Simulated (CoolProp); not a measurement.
A simple Rankine cycle with R1336mzz(E): condensing at 296.15 K, boiler at 0.592 MPa, turbine inlet 349.5 K, turbine efficiency 0.85, pump efficiency 0.7, no recuperator. Each further row changes one setting.

Computed with CoolProp (reference Helmholtz-energy equation of state, Akasaka 2023).

```tsv
case	thermal efficiency (%)	net work (kJ/kg)	heat in (kJ/kg)	turbine exit temperature (K)	volume ratio over the turbine
as stated	8.2	15.1	185	324.2	3.37
turbine inlet 369.5 K	8.1	16.4	204	344.3	3.31
condensing temperature 288.15 K	9.7	18.9	195	318.7	4.51
boiler pressure 0.414 MPa	5.9	11.1	188	332.5	2.30
turbine efficiency 0.75	7.2	13.3	185	326.3	3.40
```
